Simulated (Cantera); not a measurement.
An isothermal, constant-pressure homogeneous reactor starts with 1.09 % CH4, 98.9 % H2, at 1675 K and 2000 Pa.

Cantera simulation using GRI-Mech 3.0 (53 species, 325 reactions); the numbers are that mechanism's predictions, not measurements. GRI-Mech 3.0 stops at C3 and has no aromatics, soot or wall deposition, so with more carbon than oxygen in the feed, carbon stays in small species such as C2H2 where larger ones or solid carbon would form. Radical loss at walls, strong at low pressure, is not modelled.

Q: Predict: x(CH4) at 100 s; x(H2) at 100 s; x(C2H4) at 100 s; x(C2H) at 100 s; x(CH3) at 100 s.

A: 
* **x(CH4) at 100 s**: 0.000307 (gas-phase equilibrium 0.000225)
* **x(H2) at 100 s**: 0.994 (gas-phase equilibrium 0.994)
* **x(C2H4) at 100 s**: 6.11e-6 (gas-phase equilibrium 6.15e-6)
* **x(C2H) at 100 s**: 2.14e-8 (gas-phase equilibrium 2.16e-8)
* **x(CH3) at 100 s**: 5.17e-6 (gas-phase equilibrium 3.79e-6)
